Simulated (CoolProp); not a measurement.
Properties of tetrahydrofuran along the isotherm 390.1 K.

Computed with CoolProp (reference Helmholtz-energy equation of state, Fiedler 2023).

```tsv
p (MPa)	phase	density (kg/m³)	cp (kJ/(kg K))	speed of sound (m/s)	expansivity (1/kK)
1.21	liquid	774.9	2.108	866.7	1.673
2.41	liquid	777.1	2.102	877.4	1.640
3.62	liquid	779.3	2.096	887.9	1.610
4.82	liquid	781.4	2.090	898.1	1.581
6.03	liquid	783.4	2.085	908.2	1.554
7.23	liquid	785.4	2.080	917.9	1.529
8.44	liquid	787.3	2.076	927.5	1.504
9.64	liquid	789.2	2.071	936.8	1.481
10.8	liquid	791.0	2.067	945.7	1.460
12.1	liquid	792.9	2.063	955.4	1.437
13.3	liquid	794.7	2.059	964.2	1.418
```
